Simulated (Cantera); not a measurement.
Feed: 1 mol CH3OH, 3.1 mol H2O, 25 mol H2, 0.34 mol O2, equilibrated at 3.30 bar.

These are equilibrium values from Cantera (NASA tables, ideal gas, pure condensed phases), not measurements of a reactor. Candidate condensed phases: C, C6H6, C7H8, C8H18, H2O; 110 gas species. Rates play no part.

**Question.** At 1148 K, list the 4 most abundant gas species with their mole fractions, and the condensed phases.

**Answer.** H2 0.847, H2O 0.120, CO 0.0273, CO2 0.00328. Condensed: gas only.
